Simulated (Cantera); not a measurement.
A closed system holds: 1 mol Fe3O4, 9 mol CO, 1.4 mol N2, equilibrated at 2375 K and 0.130 bar.

Cantera equilibrium calculation (NASA polynomials, part measured and part estimated; ideal gas, pure solids and liquids). Candidate condensed phases: C, Fe, Fe(CO)5, FeO, Fe2O3, Fe3O4; 27 gas species. The tables' stoichiometric FeO is somewhat more stable than real wüstite, so its field is too wide. FeO: taken at fixed stoichiometry. Kinetics and transport are ignored.

Base state: CO 0.695, CO2 0.132, N2 0.129, Fe 0.0411, FeO 0.00193, O 0.000204, NO 0.000156, O2 9.40e-5 (mole fractions); condensed: FeO(l).

### Question
What changes in the equilibrium state with this change: temperature from 2375 K to 2550 K?

### Answer
```
species        before     after
-----------  --------  --------
CO              0.695     0.604
CO2             0.132     0.171
N2              0.129     0.120
Fe             0.0411    0.0907
O2            9.40e-5   0.00141
O            0.000204   0.00192
NO           0.000156  0.000803
FeO           0.00193   0.00906
FeO(l), mol      2.53      1.84
```

### Question
What changes in the equilibrium state with this change: temperature from 2375 K to 1425 K?

### Answer
| species | before | after |
|---|---|---|
| CO | 0.695 | 0.740 |
| N2 | 0.129 | 0.135 |
| CO2 | 0.132 | 0.126 |
| Fe | 0.0411 | 2.15e-7 |
| FeO | 0.00193 | <1e-9 |
| O | 0.000204 | <1e-9 |
| NO | 0.000156 | <1e-9 |
| O2 | 9.40e-5 | <1e-9 |
| FeO(l), mol | 2.53 | 0 |
| Fe(γ), mol | 0 | 0.307 |
| FeO(s), mol | 0 | 2.69 |
Mutual solubility and eutectic melting of coexisting phases are not modelled.

### Question
What changes in the equilibrium state with this change: CO from 9 to 0.8 mol?

### Answer
| species | before | after |
|---|---|---|
| N2 | 0.129 | 0.583 |
| CO2 | 0.132 | 0.279 |
| O2 | 9.40e-5 | 0.0639 |
| CO | 0.695 | 0.0562 |
| Fe | 0.0411 | 0.00157 |
| FeO | 0.00193 | 0.00193 |
| NO | 0.000156 | 0.00866 |
| O | 0.000204 | 0.00531 |
| FeO(l), mol | 2.53 | 2.99 |
